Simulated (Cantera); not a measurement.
**Iron carbonyl, mercury and lead vapours: HgO + N2**

Feed: 1 mol HgO, a varied amount of N2, held at 1050 K and 1.00 Torr.

These are equilibrium values from Cantera (NASA tables, ideal gas, pure condensed phases), not measurements of a reactor. Candidate condensed phases: Hg, HgO; 10 gas species. Equilibrium is a limit: real reactors are often held back by kinetics, nucleation or transport.

| n(N2) (mol) | log p N2 | log p Hg | log p O2 | log p NO | log p NO2 |
|---|---|---|---|---|---|
| 3.2 | -3.04 | -3.55 | -3.85 | -7.33 | -10.33 |
| 4 | -3.01 | -3.62 | -3.92 | -7.35 | -10.38 |
| 5 | -2.99 | -3.69 | -3.99 | -7.38 | -10.44 |
| 6.3 | -2.97 | -3.77 | -4.07 | -7.40 | -10.51 |
| 7.9 | -2.95 | -3.85 | -4.15 | -7.44 | -10.58 |
| 9.9 | -2.94 | -3.93 | -4.23 | -7.47 | -10.66 |
| 12 | -2.93 | -4.01 | -4.31 | -7.50 | -10.73 |
| 16 | -2.91 | -4.12 | -4.42 | -7.55 | -10.84 |
| 20 | -2.91 | -4.21 | -4.51 | -7.59 | -10.92 |
| 25 | -2.90 | -4.30 | -4.60 | -7.64 | -11.01 |
| 31 | -2.90 | -4.39 | -4.69 | -7.68 | -11.10 |
| 39 | -2.89 | -4.48 | -4.78 | -7.72 | -11.19 |
| 49 | -2.89 | -4.58 | -4.88 | -7.77 | -11.28 |
log p: log10 of the partial pressure in bar; nothing condenses.

From 3.2 mol N2 to 49 mol N2 nothing is condensed. The main Hg-bearing gas is Hg throughout.
